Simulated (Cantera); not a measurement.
A closed system holds: 1 mol Fe₃O₄, 0.51 mol H₂O, equilibrated at 285 Torr.

Cantera equilibrium calculation (NASA polynomials, part measured and part estimated; ideal gas, pure solids and liquids). Candidate condensed phases: Fe, FeO, Fe(OH)₂, Fe(OH)₃, Fe₂O₃, Fe₃O₄, H₂O; 12 gas species. The numbers say what is thermodynamically allowed, not how fast it happens. All values below are at 1400 K.

Base state: H₂O 1.000, H₂ 0.000105, O₂ 4.88e-5, OH 1.53e-5 (mole fractions); condensed: Fe₃O₄(s).

Q: What changes in the equilibrium state with this change: 0.0024 mol NH₃ added?

A: 
| species | before | after |
|---|---|---|
| H₂O | 1.000 | 0.991 |
| H₂ | 0.000105 | 0.00699 |
| N₂ | 0 | 0.00233 |
| O₂ | 4.88e-5 | 1.08e-8 |
| OH | 1.53e-5 | 1.86e-6 |
| Fe₃O₄(s), mol | 1.00 | 1.000 |
